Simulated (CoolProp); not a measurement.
Methane at 298.15 K and 6.31 MPa flows at 1.8 m/s in a round tube of 50 mm bore and 45 µm roughness, fully developed (64/Re and Nu = 3.66 if laminar; Colebrook and Gnielinski if turbulent). Each further row changes one setting.

Model: reference Helmholtz-energy equation of state, Setzmann 1991, in CoolProp.

```
case              Reynolds number  Darcy friction factor  pressure drop (Pa/m)  heat-transfer coefficient (W/(m² K))  mass flow (kg/h)
----------------  ---------------  ---------------------  --------------------  ------------------------------------  ----------------
as stated                  328000                 0.0201                  29.6                                   589               579
velocity 3.6 m/s           656000                 0.0196                   116                                  1150              1160
diameter 100 mm            656000                 0.0171                  12.6                                   500              2310
```

Viscosity comes from a separate model (Quiñones-Cisneros 2006). Thermal conductivity comes from a separate model (Friend 1989).
